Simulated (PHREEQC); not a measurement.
Solution (25 °C): 0.0025 mol Cu(NO3)2 and 0.00014 mol H3BO3 per kg of water. Closed to the air; pH follows from the charge balance.

All values are PHREEQC results (ion-association model, wateq4f.dat), not measurements.

```
Property                 Result
--------------  ---------------
pH                         5.08
ionic strength  0.00749 mol/kgw
```

```json
[
 {"species": "NO3-", "molality": "0.00500", "activity": "0.00455", "log γ": "-0.041"},
 {"species": "Cu+2", "molality": "0.00249", "activity": "0.00176", "log γ": "-0.151"},
 {"species": "H3BO3", "molality": "0.000140", "activity": "0.000140", "log γ": "0.001"},
 {"species": "H+", "molality": "9.02e-6", "activity": "8.32e-6", "log γ": "-0.035"},
 {"species": "Cu2(OH)2+2", "molality": "2.82e-6", "activity": "1.96e-6", "log γ": "-0.158"},
 {"species": "CuOH+", "molality": "2.32e-6", "activity": "2.12e-6", "log γ": "-0.040"},
 {"species": "Cu(OH)2", "molality": "5.30e-7", "activity": "5.31e-7", "log γ": "0.001"},
 {"species": "H2BO3-", "molality": "1.07e-8", "activity": "9.70e-9", "log γ": "-0.041"},
 {"species": "OH-", "molality": "1.32e-9", "activity": "1.20e-9", "log γ": "-0.040"}
]
```

Precipitation was switched off in this run. Species that the database lacks are ignored.
